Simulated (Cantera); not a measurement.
A perfectly stirred reactor is fed with H2 : O2 = 0.034 : 1 (molar parts), equivalence ratio 0.017, at 0.0263 atm; it is held at 950 K, and followed from long to short residence time.

Model: the H2/O2 subset of GRI-Mech 3.0, which has no nitrogen chemistry, integrated in Cantera. Radical loss at walls, strong at low pressure, is not modelled.

Question: Predict: x(H2) at τ = 6.50 s; x(O2) at τ = 6.50 s; x(H2O2) at τ = 6.50 s; x(OH) at τ = 6.50 s; x(HO2) at τ = 6.50 s; x(H2) at τ = 84.0 ms; x(O2) at τ = 84.0 ms; x(H2O2) at τ = 84.0 ms; x(OH) at τ = 84.0 ms; x(HO2) at τ = 84.0 ms.

Answer: 
```
Quantity                  Result
----------------------  --------
x(H2) at τ = 6.50 s     0.000161
x(O2) at τ = 6.50 s        0.966
x(H2O2) at τ = 6.50 s    8.32e-8
x(OH) at τ = 6.50 s      7.07e-5
x(HO2) at τ = 6.50 s     1.80e-6
x(H2) at τ = 84.0 ms     0.00173
x(O2) at τ = 84.0 ms       0.965
x(H2O2) at τ = 84.0 ms   2.76e-7
x(OH) at τ = 84.0 ms    0.000434
x(HO2) at τ = 84.0 ms    8.61e-6
```
